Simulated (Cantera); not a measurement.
A Cantera script and its output.

```python
import numpy as np
import cantera as ct

gas = ct.Solution("gri30.yaml")
gas.TPX = 1598, 101325, {'C3H8': 1, 'O2': 2.78, 'N2': 10.4}
reactor = ct.IdealGasConstPressureReactor(gas, energy="on", clone=False)
net = ct.ReactorNet([reactor])
net.rtol, net.atol = 1e-08, 1e-16
show = ['C3H8', 'O2', 'CH2O', 'H', 'C2H4']
times = np.geomspace(3e-06, 10, 10)

steps = ct.SolutionArray(gas, extra=["t"])
rows = []
print(f"{'t/s':>10s}{'T/K':>9s}{'P/Pa':>11s}" + "".join(f"{s:>11s}" for s in show))
for t in times:
    while net.time < t:
        t_next = net.step()
        steps.append(gas.state, t=t_next)
    rows.append([np.interp(t, steps.t, y) for y in (steps.T, steps.P, *steps(*show).X.T)])
    print(f"{t:10.3e}{rows[-1][0]:9.1f}{rows[-1][1]:11.4g}" + "".join(f"{x:11.3e}" for x in rows[-1][2:]))
rate = np.gradient(steps.T, steps.t)
print("integrator steps:", len(steps.t))
if steps.T.max() > steps.T[0] + 200:
    print(f"time of steepest temperature rise: {steps.t[rate.argmax()]:.4e} s")
gas.TPX = 1598, 101325, {'C3H8': 1, 'O2': 2.78, 'N2': 10.4}
gas.equilibrate("HP")
print(f"equilibrium (HP): T = {gas.T:.1f} K  " + "  ".join(f"{s} {gas[s].X[0]:.3e}" for s in show))
```

Output:

```
       t/s      T/K       P/Pa       C3H8         O2       CH2O          H       C2H4
 3.000e-06   1583.1  1.013e+05  6.737e-02  1.948e-01  1.949e-04  3.637e-05  2.316e-03
 1.592e-05   1574.6  1.013e+05  4.650e-02  1.828e-01  4.002e-03  9.781e-05  2.149e-02
 8.446e-05   2736.3  1.013e+05  5.083e-26  2.545e-04  7.571e-09  1.728e-02  1.424e-12
 4.481e-04   2721.5  1.013e+05  3.641e-36  2.971e-04  6.100e-09  1.883e-02  3.552e-19
 2.378e-03   2715.5  1.013e+05  3.040e-36  3.025e-04  6.005e-09  1.915e-02  3.280e-19
 1.262e-02   2714.4  1.013e+05  3.112e-36  2.991e-04  6.012e-09  1.911e-02  3.319e-19
 6.694e-02   2714.4  1.013e+05  3.112e-36  2.991e-04  6.012e-09  1.911e-02  3.319e-19
 3.552e-01   2714.4  1.013e+05  3.112e-36  2.991e-04  6.012e-09  1.911e-02  3.319e-19
 1.885e+00   2714.4  1.013e+05  3.112e-36  2.991e-04  6.012e-09  1.911e-02  3.319e-19
 1.000e+01   2714.4  1.013e+05  3.112e-36  2.991e-04  6.012e-09  1.911e-02  3.319e-19
integrator steps: 1577
time of steepest temperature rise: 4.2152e-05 s
equilibrium (HP): T = 2714.4 K  C3H8 4.290e-36  O2 2.991e-04  CH2O 6.013e-09  H 1.911e-02  C2H4 3.553e-19
```

Computed with Cantera and GRI-Mech 3.0 (53 species, 325 reactions). GRI-Mech 3.0 was tuned for natural gas; its chemistry of propane as a main component is partial and can be far from experiment.
